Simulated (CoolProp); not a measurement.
Saturation properties of water.

Model: reference Helmholtz-energy equation of state, Wagner 2002, in CoolProp.

```tsv
T (K)	p (MPa)	vapour Z	surface tension (mN/m)	liquid viscosity (µPa s)
292	0.002178	0.9987	73.0	1030
303.1	0.004235	0.9980	71.3	798
314.1	0.007767	0.9971	69.5	641
325.2	0.01366	0.9958	67.7	528
336.2	0.02294	0.9942	65.8	445
347.3	0.03724	0.9920	63.8	382
358.3	0.05821	0.9893	61.8	332
369.4	0.08858	0.9858	59.6	293
380.4	0.1306	0.9817	57.5	262
391.5	0.1885	0.9767	55.3	235
402.5	0.2651	0.9708	53.0	214
413.6	0.3662	0.9638	50.7	196
```

It boils at 373.1 K under 1 atm.

Viscosity comes from a separate model (Huber 2009). Surface tension comes from a separate correlation (Mulero 2012).
